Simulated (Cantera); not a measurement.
An isothermal, constant-pressure homogeneous reactor starts with CH4 : CO2 : H2 = 1 : 4.5 : 0.43 (molar parts), at 1473 K and 128 Torr. Integrator tolerance rtol = 1e-08.

Computed with Cantera and GRI-Mech 3.0 (53 species, 325 reactions).

### Question
What does this change do: pressure from 128 Torr to 7500 Torr?

### Answer
```json
[
 {"quantity": "x(CH4) at 50.0 s", "before": "0.00793 (gas-phase equilibrium 7.87e-10)", "after": "0.00433 (gas-phase equilibrium 2.72e-6)"},
 {"quantity": "x(CO2) at 50.0 s", "before": "0.298 (gas-phase equilibrium 0.259)", "after": "0.267 (gas-phase equilibrium 0.259)"},
 {"quantity": "x(H2) at 50.0 s", "before": "0.101 (gas-phase equilibrium 0.124)", "after": "0.118 (gas-phase equilibrium 0.124)"},
 {"quantity": "x(CH2) at 50.0 s", "before": "1.82e-9 (gas-phase equilibrium <1e-12)", "after": "8.58e-12 (gas-phase equilibrium <1e-12)"},
 {"quantity": "x(C2H6) at 50.0 s", "before": "1.13e-6 (gas-phase equilibrium <1e-12)", "after": "4.58e-7 (gas-phase equilibrium <1e-12)"},
 {"quantity": "x(C2H4) at 50.0 s", "before": "7.83e-5 (gas-phase equilibrium <1e-12)", "after": "3.49e-5 (gas-phase equilibrium 1.38e-11)"}
]
```
